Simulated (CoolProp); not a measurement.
The numbers come from the reference Helmholtz-energy equation of state, Beckmüller 2019 in CoolProp.

Question: For n-octane, give the phase and the density (kg/m³), cp (kJ/(kg K)), speed of sound (m/s), Joule-Thomson coefficient (K/MPa) at 343 K and 6570 kPa; 311 K and 25.2 kPa.

Answer: 
- 343 K and 6570 kPa: liquid; density 669, cp 2.39, speed of sound 1050, Joule-Thomson coefficient -0.370
- 311 K and 25.2 kPa: liquid; density 688, cp 2.28, speed of sound 1120, Joule-Thomson coefficient -0.402
